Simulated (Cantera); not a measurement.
Feed: 1 mol FeS2, a varied amount of H2, equilibrated at 998 K and 4.80 bar.

Equilibrium computed with Cantera from the NASA thermochemical tables; the gas is ideal and each condensed phase is pure. Candidate condensed phases: Fe, FeS, FeS2, S; 8 gas species. FeS: taken at fixed stoichiometry. Gases not in the tables: S3 to S7. The numbers say what is thermodynamically allowed, not how fast it happens.

log p: log10 of the partial pressure in bar; n: condensed amount in mol.

```json
[
 {"n(H2) (mol)": "1", "log p H2": "-0.89", "log p H2S": "0.66", "log p S2": "-1.19", "log p SH": "[?]", "n FeS(s)": "1.00"},
 {"n(H2) (mol)": "2.9", "log p H2": "0.50", "log p H2S": "0.22", "log p S2": "-4.84", "log p SH": "[?]", "n FeS(s)": "1.00"},
 {"n(H2) (mol)": "8.2", "log p H2": "0.62", "log p H2S": "-0.23", "log p S2": "-6.00", "log p SH": "[?]", "n FeS(s)": "1.00"},
 {"n(H2) (mol)": "23", "log p H2": "0.66", "log p H2S": "-0.68", "log p S2": "-6.97", "log p SH": "[?]", "n FeS(s)": "1.00"},
 {"n(H2) (mol)": "65", "log p H2": "0.67", "log p H2S": "-1.13", "log p S2": "-7.90", "log p SH": "[?]", "n FeS(s)": "1.00"},
 {"n(H2) (mol)": "180", "log p H2": "0.68", "log p H2S": "-1.57", "log p S2": "-8.79", "log p SH": "[?]", "n FeS(s)": "1.00"},
 {"n(H2) (mol)": "510", "log p H2": "0.68", "log p H2S": "-2.03", "log p S2": "-9.70", "log p SH": "[?]", "n FeS(s)": "1.00"}
]
```

### Question
Complete the blanks.

### Answer

- 1, log p SH: -4.13
- 2.9, log p SH: -5.27
- 8.2, log p SH: -5.78
- 23, log p SH: -6.25
- 65, log p SH: -6.71
- 180, log p SH: -7.15
- 510, log p SH: -7.60
